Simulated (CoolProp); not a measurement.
Vapour-liquid equilibrium of benzene (1) + n-octane (2) at 232.55 °C; x and y are mole fractions of (1).

Model: multi-fluid Helmholtz-energy mixture model, Thol 2012 and Beckmüller 2019; pair parameters Bell 2016, in CoolProp.

```tsv
x	bubble pressure (kPa)	y at the bubble point	dew pressure at overall composition x (kPa)	liquid density (mol/L)
0.05	1041	0.090	1011	4.342
0.15	1177	0.250	1088	4.542
0.25	1317	0.384	1177	4.762
0.35	1459	0.498	1279	5.004
0.45	1600	0.596	1397	5.275
0.55	1740	0.682	1532	5.581
0.65	1878	0.760	1686	5.930
0.75	2014	0.832	1860	6.333
0.85	2149	0.901	2049	6.803
0.95	2283	0.967	2248	7.356
```

No azeotrope shows between x = 0.05 and 0.95.

Pair parameters are fitted to limited data, so mixtures are less certain than the pure fluids.
